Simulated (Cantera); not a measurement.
n-butane + O2 + N2 (carbon deposition, reforming and gasification)

Feed: 1 mol n-butane, 0.16 mol O2, 0.25 mol N2, equilibrated at 0.000960 bar.

Cantera equilibrium calculation (NASA polynomials, part measured and part estimated; ideal gas, pure solids and liquids). Candidate condensed phases: C, C6H6, C7H8, C8H18, H2O; 136 gas species. The numbers say what is thermodynamically allowed, not how fast it happens.

```
T (°C)   x H2     x H    x CO    x N2  n C(graphite)
------  -----  ------  ------  ------  -------------
1750    0.842  0.0562  0.0558  0.0420           3.65
1825    0.810  0.0894  0.0549  0.0408           3.64
1900    0.764   0.136  0.0535  0.0392           3.63
1975    0.703   0.199  0.0517  0.0373           3.61
2050    0.627   0.278  0.0494  0.0350           3.59
2125    0.536   0.372  0.0467  0.0324           3.57
2200    0.437   0.476  0.0437  0.0297           3.54
2275    0.337   0.579  0.0407  0.0271           3.50
```
x: gas mole fraction; n: condensed amount in mol.

From 1750 °C to 2275 °C the condensed part is C(graphite). The main C-bearing gas is CO throughout. The share of C in condensed phases is highest at 1750 °C (91.3 %) and lowest at 2275 °C (87.4 %).
